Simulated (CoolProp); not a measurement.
Values from CoolProp's reference Helmholtz-energy equation of state, Lemmon 2006. It is a short technical equation, of lower accuracy than the large ones.

Problem. For R141b, give the phase and the Z, cp (kJ/(kg K)), isothermal compressibility (1/MPa), expansivity (1/kK) at 453.8 K and 9.72 bar.

Solution. 
- 453.8 K and 9.72 bar: gas; Z 0.903, cp 1.01, isothermal compressibility 1.15, expansivity 3.09
